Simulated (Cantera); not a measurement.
**Transport properties of process gases**

Gas mixture: NH₃ : H₂O : C₃H₈ = 0.75 : 0.5 : 0.95 (molar parts), at 450 Torr, frozen composition.

Cantera's kinetic-theory transport with the Lennard-Jones parameters of GRI-Mech 3.0, ideal gas; thermal conductivity in the mixture-averaged form. Polar gases are described roughly by these parameters. The composition is frozen, though it would react at the higher temperatures.

| T (K) | ρ (kg/m³) | cp (J/kg/K) | μ (µPa s) | λ (mW/m/K) | Pr | D (cm²/s) NH₃ | D (cm²/s) CO₂ | D (cm²/s) CH₄ |
|---|---|---|---|---|---|---|---|---|
| 400 | 0.522 | 2128 | 12.3 | 36.3 | 0.721 | 0.395 | 0.333 | 0.487 |
| 600 | 0.348 | 2739 | 18.0 | 65.4 | 0.751 | 0.873 | 0.715 | 1.02 |
| 800 | 0.261 | 3218 | 23.1 | 97.2 | 0.764 | 1.50 | 1.21 | 1.70 |
| 1000 | 0.209 | 3595 | 27.7 | 130 | 0.768 | 2.26 | 1.79 | 2.51 |
| 1200 | 0.174 | 3870 | 32.0 | 162 | 0.763 | 3.13 | 2.46 | 3.43 |
| 1400 | 0.149 | 4101 | 36.0 | 194 | 0.761 | 4.11 | 3.21 | 4.46 |
D: mixture-averaged diffusion coefficient of that species in the mixture.
